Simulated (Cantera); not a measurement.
A Cantera script and its output.

```python
import numpy as np
import cantera as ct

gas = ct.Solution("gri30.yaml")
gas.TPX = 1550, 500000, {'CO': 1, 'H2': 0.95, 'CH4': 0.037, 'O2': 0.524, 'N2': 1.97, 'CO2': 0.038}
reactor = ct.IdealGasReactor(gas, energy="on", clone=False)
net = ct.ReactorNet([reactor])
net.rtol, net.atol = 1e-08, 1e-16
show = ['CO', 'H2', 'CH4', 'C2H', 'NO', 'H']
times = np.geomspace(2e-06, 4, 11)

steps = ct.SolutionArray(gas, extra=["t"])
rows = []
print(f"{'t/s':>10s}{'T/K':>9s}{'P/Pa':>11s}" + "".join(f"{s:>11s}" for s in show))
for t in times:
    while net.time < t:
        t_next = net.step()
        steps.append(gas.state, t=t_next)
    rows.append([np.interp(t, steps.t, y) for y in (steps.T, steps.P, *steps(*show).X.T)])
    print(f"{t:10.3e}{rows[-1][0]:9.1f}{rows[-1][1]:11.4g}" + "".join(f"{x:11.3e}" for x in rows[-1][2:]))
rate = np.gradient(steps.T, steps.t)
print("integrator steps:", len(steps.t))
if steps.T.max() > steps.T[0] + 200:
    print(f"time of steepest temperature rise: {steps.t[rate.argmax()]:.4e} s")
gas.TPX = 1550, 500000, {'CO': 1, 'H2': 0.95, 'CH4': 0.037, 'O2': 0.524, 'N2': 1.97, 'CO2': 0.038}
gas.equilibrate("UV")
print(f"equilibrium (UV): T = {gas.T:.1f} K  " + "  ".join(f"{s} {gas[s].X[0]:.3e}" for s in show))
```

Result:

```
       t/s      T/K       P/Pa         CO         H2        CH4        C2H         NO          H
 2.000e-06   1552.4  5.007e+05  2.212e-01  2.089e-01  8.020e-03  5.099e-16  9.477e-11  6.490e-04
 8.534e-06   3008.9  9.006e+05  1.943e-01  6.610e-02  5.482e-12  3.101e-15  3.095e-04  2.377e-02
 3.641e-05   3099.9  9.218e+05  1.947e-01  6.594e-02  1.290e-11  8.065e-15  1.884e-03  1.809e-02
 1.554e-04   3090.2  9.191e+05  1.953e-01  6.680e-02  1.373e-11  8.049e-15  4.162e-03  1.775e-02
 6.629e-04   3089.4  9.189e+05  1.954e-01  6.687e-02  1.380e-11  8.046e-15  4.345e-03  1.772e-02
 2.828e-03   3089.4  9.189e+05  1.954e-01  6.687e-02  1.380e-11  8.046e-15  4.345e-03  1.772e-02
 1.207e-02   3089.4  9.189e+05  1.954e-01  6.687e-02  1.380e-11  8.046e-15  4.345e-03  1.772e-02
 5.149e-02   3089.4  9.189e+05  1.954e-01  6.687e-02  1.380e-11  8.046e-15  4.345e-03  1.772e-02
 2.197e-01   3089.4  9.189e+05  1.954e-01  6.687e-02  1.380e-11  8.046e-15  4.345e-03  1.772e-02
 9.375e-01   3089.4  9.189e+05  1.954e-01  6.687e-02  1.380e-11  8.046e-15  4.345e-03  1.772e-02
 4.000e+00   3089.4  9.189e+05  1.954e-01  6.687e-02  1.380e-11  8.046e-15  4.345e-03  1.772e-02
integrator steps: 1385
time of steepest temperature rise: 3.2342e-06 s
equilibrium (UV): T = 3089.4 K  CO 1.954e-01  H2 6.687e-02  CH4 1.622e-11  C2H 8.522e-15  NO 4.345e-03  H 1.772e-02
```

Cantera simulation using GRI-Mech 3.0 (53 species, 325 reactions); the numbers are that mechanism's predictions, not measurements. Above 3000 K some thermodynamic fits are extrapolated.
